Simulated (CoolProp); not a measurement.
20 sccm (0 °C, 1 atm) of nitrogen bubbles through liquid ethanol at 302.7 K and leaves saturated at a total pressure of 0.15 MPa (ideal gas phase). Each further row changes one setting.

The numbers come from the reference Helmholtz-energy equation of state, Schroeder 2014 in CoolProp.

```tsv
case	vapour pressure (kPa)	mole fraction of vapour	delivery (mg/min)	delivery (sccm)	change of delivery for a bath 1 K warmer (%)
as stated	10.2	0.0681	3.00	1.46	6.2
bath temperature 307.7 K	13.4	(withheld)	(withheld)	1.97	6.1
total pressure 0.3 MPa	10.2	(withheld)	1.45	0.705	(withheld)
```

What belongs in the gaps?


- bath temperature 307.7 K, mole fraction of vapour: 0.0895
- bath temperature 307.7 K, delivery (mg/min): 4.04
- total pressure 0.3 MPa, mole fraction of vapour: 0.0340
- total pressure 0.3 MPa, change of delivery for a bath 1 K warmer (%): 5.9
